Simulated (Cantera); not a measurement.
Charge: 1 mol CuO, 0.43 mol CH4, a varied amount of N2, equilibrated at 0.700 bar.

Method: chemical equilibrium by Gibbs-energy minimisation in Cantera with the NASA 1993 tables (ideal gas, pure condensed phases). Candidate condensed phases: C, C6H6, C7H8, C8H18, Cu, CuO, Cu(OH)2, Cu2O, H2O; 139 gas species. Rates play no part.

Question: What condenses at these points (T in °C, n(N2) in mol): (2177, 1.6); (2127, 2.1); (1927, 2.1); (2077, 2.8); (2077, 11)?

Answer: 
```
T (°C)  n(N2) in mol  condensed phases  Cu condensed (%)
------  ------------  ----------------  ----------------
2177             1.6                Cu              33.1
2127             2.1                Cu              46.1
1927             2.1                Cu              88.2
2077             2.8                Cu              55.2
2077              11          gas only               0.0
```
